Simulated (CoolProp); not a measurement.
R124 along the isotherm 470 K: Z from the reference equation and from simpler models built on Tc = 395.4 K, pc = 3.624 MPa, ω = 0.288; each cubic takes its own stable root.

Model: reference Helmholtz-energy equation of state, de Vries 1995, in CoolProp.

```json
[
 {"p (MPa)": "2.27", "phase": "gas", "reference": "0.8768", "van der Waals": "0.8664", "Redlich-Kwong": "0.8648", "Soave-Redlich-Kwong": "0.8829", "Peng-Robinson": "0.8650"},
 {"p (MPa)": "4.53", "phase": "supercritical", "reference": "0.7452", "van der Waals": "0.6969", "Redlich-Kwong": "0.7160", "Soave-Redlich-Kwong": "0.7632", "Peng-Robinson": "0.7330"},
 {"p (MPa)": "6.8", "phase": "supercritical", "reference": "0.6193", "van der Waals": "0.5377", "Redlich-Kwong": "0.5830", "Soave-Redlich-Kwong": "0.6628", "Peng-Robinson": "0.6272"},
 {"p (MPa)": "9.06", "phase": "supercritical", "reference": "0.5556", "van der Waals": "0.5550", "Redlich-Kwong": "0.5480", "Soave-Redlich-Kwong": "0.6233", "Peng-Robinson": "0.5839"},
 {"p (MPa)": "11.3", "phase": "supercritical", "reference": "0.5629", "van der Waals": "0.6203", "Redlich-Kwong": "0.5750", "Soave-Redlich-Kwong": "0.6367", "Peng-Robinson": "0.5913"},
 {"p (MPa)": "13.6", "phase": "supercritical", "reference": "0.6016", "van der Waals": "0.6971", "Redlich-Kwong": "0.6220", "Soave-Redlich-Kwong": "0.6747", "Peng-Robinson": "0.6227"},
 {"p (MPa)": "15.9", "phase": "supercritical", "reference": "0.6517", "van der Waals": "0.7766", "Redlich-Kwong": "0.6755", "Soave-Redlich-Kwong": "0.7227", "Peng-Robinson": "0.6641"},
 {"p (MPa)": "18.1", "phase": "supercritical", "reference": "0.7038", "van der Waals": "0.8532", "Redlich-Kwong": "0.7291", "Soave-Redlich-Kwong": "0.7727", "Peng-Robinson": "0.7079"},
 {"p (MPa)": "20.4", "phase": "supercritical", "reference": "0.7603", "van der Waals": "0.9332", "Redlich-Kwong": "0.7860", "Soave-Redlich-Kwong": "0.8269", "Peng-Robinson": "0.7558"},
 {"p (MPa)": "22.7", "phase": "supercritical", "reference": "0.8176", "van der Waals": "1.013", "Redlich-Kwong": "0.8432", "Soave-Redlich-Kwong": "0.8821", "Peng-Robinson": "0.8049"},
 {"p (MPa)": "24.9", "phase": "supercritical", "reference": "0.8727", "van der Waals": "1.089", "Redlich-Kwong": "0.8978", "Soave-Redlich-Kwong": "0.9352", "Peng-Robinson": "0.8522"},
 {"p (MPa)": "27.2", "phase": "supercritical", "reference": "0.9303", "van der Waals": "1.167", "Redlich-Kwong": "0.9547", "Soave-Redlich-Kwong": "0.9908", "Peng-Robinson": "0.9019"},
 {"p (MPa)": "29.4", "phase": "supercritical", "reference": "0.9853", "van der Waals": "1.242", "Redlich-Kwong": "1.009", "Soave-Redlich-Kwong": "1.044", "Peng-Robinson": "0.9495"},
 {"p (MPa)": "31.7", "phase": "supercritical", "reference": "1.043", "van der Waals": "1.320", "Redlich-Kwong": "1.065", "Soave-Redlich-Kwong": "1.099", "Peng-Robinson": "0.9991"},
 {"p (MPa)": "34", "phase": "supercritical", "reference": "1.100", "van der Waals": "1.397", "Redlich-Kwong": "1.121", "Soave-Redlich-Kwong": "1.154", "Peng-Robinson": "1.049"},
 {"p (MPa)": "36.2", "phase": "supercritical", "reference": "1.154", "van der Waals": "1.471", "Redlich-Kwong": "1.174", "Soave-Redlich-Kwong": "1.207", "Peng-Robinson": "1.096"}
]
```
